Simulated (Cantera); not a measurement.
Feed: 1 mol Fe₃O₄, 1.5 mol CO, 1.3 mol N₂, equilibrated at 2098 K.

Cantera equilibrium calculation (NASA polynomials, part measured and part estimated; ideal gas, pure solids and liquids). Candidate condensed phases: C, Fe, Fe(CO)₅, FeO, Fe₂O₃, Fe₃O₄; 27 gas species. The tables' stoichiometric FeO is somewhat more stable than real wüstite, so its field is too wide. FeO: taken at fixed stoichiometry. Equilibrium is a limit: real reactors are often held back by kinetics, nucleation or transport.

### Question
What share of the Fe ends up in condensed phases as a function of P (Pa), at 10, 52, 270, 1400, 7200, 37000, 190000, 1000000?

### Answer
```json
[
 {"P (Pa)": "10", "Fe condensed (%)": "0.0", "as": "-"},
 {"P (Pa)": "52", "Fe condensed (%)": "84.7", "as": "FeO(l)"},
 {"P (Pa)": "270", "Fe condensed (%)": "97.7", "as": "FeO(l)"},
 {"P (Pa)": "1400", "Fe condensed (%)": "99.6", "as": "FeO(l)"},
 {"P (Pa)": "7200", "Fe condensed (%)": "99.9", "as": "FeO(l)"},
 {"P (Pa)": "37000", "Fe condensed (%)": "100.0", "as": "FeO(l)"},
 {"P (Pa)": "190000", "Fe condensed (%)": "100.0", "as": "FeO(l)"},
 {"P (Pa)": "1000000", "Fe condensed (%)": "100.0", "as": "FeO(l)"}
]
```
